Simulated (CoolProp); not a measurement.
Vapour-liquid equilibrium of ethylene (1) + 1-butene (2) at 259.4 K; x and y are mole fractions of (1).

Model: multi-fluid Helmholtz-energy mixture model, Smukala 2000 and Lemmon 2005; pair parameters Bell 2016, in CoolProp.

Question: Give the bubble pressure and the first vapour's composition at x = 0.05, 0.35, 0.65. Is there an azeotrope?

Answer: x = 0.05: 193.9 kPa, y = 0.617; x = 0.35: 939.9 kPa, y = 0.930; x = 0.65: 1760 kPa, y = 0.971. No azeotrope shows between x = 0.05 and 0.95.

Pair parameters are fitted to limited data, so mixtures are less certain than the pure fluids.
